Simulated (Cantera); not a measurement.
What does this Cantera script print?

```python
import numpy as np
import cantera as ct

gas = ct.Solution("gri30.yaml")
gas.TPX = 1550, 1600, {'C3H8': 1, 'H2': 1.6}
reactor = ct.IdealGasConstPressureReactor(gas, energy="off", clone=False)
net = ct.ReactorNet([reactor])
net.rtol, net.atol = 1e-08, 1e-18
show = ['C3H8', 'H2', 'C2H6', 'C2H4', 'C2H']
times = np.geomspace(0.0007, 50, 9)

steps = ct.SolutionArray(gas, extra=["t"])
rows = []
print(f"{'t/s':>10s}{'T/K':>9s}{'P/Pa':>11s}" + "".join(f"{s:>11s}" for s in show))
for t in times:
    while net.time < t:
        t_next = net.step()
        steps.append(gas.state, t=t_next)
    rows.append([np.interp(t, steps.t, y) for y in (steps.T, steps.P, *steps(*show).X.T)])
    print(f"{t:10.3e}{rows[-1][0]:9.1f}{rows[-1][1]:11.4g}" + "".join(f"{x:11.3e}" for x in rows[-1][2:]))
rate = np.gradient(steps.T, steps.t)
print("integrator steps:", len(steps.t))
if steps.T.max() > steps.T[0] + 200:
    print(f"time of steepest temperature rise: {steps.t[rate.argmax()]:.4e} s")
gas.TPX = 1550, 1600, {'C3H8': 1, 'H2': 1.6}
gas.equilibrate("TP")
print(f"equilibrium (TP): T = {gas.T:.1f} K  " + "  ".join(f"{s} {gas[s].X[0]:.3e}" for s in show))
```

It prints:

```
       t/s      T/K       P/Pa       C3H8         H2       C2H6       C2H4        C2H
 7.000e-04   1550.0       1600  2.508e-02  4.939e-01  1.257e-02  2.178e-01  2.467e-07
 2.830e-03   1550.0       1600  7.779e-05  5.218e-01  1.724e-03  1.623e-01  2.346e-07
 1.144e-02   1550.0       1600  1.251e-07  5.474e-01  1.735e-04  1.080e-01  9.555e-08
 4.627e-02   1550.0       1600  1.020e-08  5.697e-01  3.059e-05  5.668e-02  5.618e-08
 1.871e-01   1550.0       1600  9.967e-09  5.932e-01  3.483e-05  7.394e-03  8.518e-08
 7.564e-01   1550.0       1600  9.006e-09  6.154e-01  3.216e-05  1.307e-03  1.045e-07
 3.058e+00   1550.0       1600  2.599e-09  6.626e-01  1.351e-05  8.217e-04  1.254e-07
 1.237e+01   1550.0       1600  1.396e-10  7.112e-01  1.713e-06  5.607e-04  1.717e-07
 5.000e+01   1550.0       1600  4.456e-12  7.274e-01  1.099e-07  5.400e-04  1.965e-07
integrator steps: 1586
equilibrium (TP): T = 1550.0 K  C3H8 1.429e-12  H2 7.298e-01  C2H6 3.774e-08  C2H4 5.413e-04  C2H 1.987e-07
```

Detailed kinetics in Cantera: GRI-Mech 3.0 (53 species, 325 reactions). GRI-Mech 3.0 was tuned for natural gas; its chemistry of propane as a main component is partial and can be far from experiment. GRI-Mech 3.0 stops at C3 and has no aromatics, soot or wall deposition, so with more carbon than oxygen in the feed, carbon stays in small species such as C2H2 where larger ones or solid carbon would form. Radical loss at walls, strong at low pressure, is not modelled.
